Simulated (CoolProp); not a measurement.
Saturation properties of tetrahydrofuran.

Values from CoolProp's reference Helmholtz-energy equation of state, Fiedler 2023.

| T (K) | p (bar) | liquid density (kg/m³) | vapour density (kg/m³) | liquid cp (kJ/(kg K)) |
|---|---|---|---|---|
| 281.4 | 0.09843 | 900.2 | 0.3048 | 1.666 |
| 300.9 | 0.2438 | 878.9 | 0.7093 | 1.734 |
| 320.3 | ? | ? | 1.456 | 1.808 |
| 339.8 | 1.037 | 834.9 | ? | ? |
| 359.2 | 1.865 | 812.0 | ? | 1.970 |
| 378.7 | 3.139 | 788.0 | 7.688 | 2.058 |
| 398.1 | 4.978 | 763.0 | 11.93 | 2.151 |
| 417.6 | 7.547 | 736.4 | 17.86 | 2.252 |
| 437.1 | 11.00 | 707.9 | ? | ? |
| 456.5 | 15.47 | 676.9 | 37.09 | 2.500 |

Q: Fill in the missing entries.

A: 
- 320.3, p (bar): 0.5286
- 320.3, liquid density (kg/m³): 857.2
- 339.8, vapour density (kg/m³): 2.725
- 339.8, liquid cp (kJ/(kg K)): 1.887
- 359.2, vapour density (kg/m³): 4.712
- 437.1, vapour density (kg/m³): 26.01
- 437.1, liquid cp (kJ/(kg K)): 2.366

It boils at 339.1 K under 1 atm.
